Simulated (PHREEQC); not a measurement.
Dissolve 98 mmol/kgw FeCl3 and 0.029 mmol/kgw Ca(OH)2 at 25 °C. It is in equilibrium with CO2 at log p = -3.4 (atm). Otherwise closed; pH follows from the charge balance.

All values are PHREEQC results (ion-association model, phreeqc.dat), not measurements.

Precipitation was switched off in this run.

**Question.** Order these Cl species by the share of Cl that they hold, largest first: FeCl3, FeCl+2, Cl-, FeCl2+.

**Answer.** Cl- (77 %), FeCl+2 (16 %), FeCl2+ (7.2 %), FeCl3 (0.10 %)

The pH is 1.87 and the ionic strength 0.387 mol/kgw. Saturation is exceeded, for instance for Hematite (slow to form), Goethite (slow to form); the values hold only as long as no solid forms. Complexes and solids missing from the database can't appear.
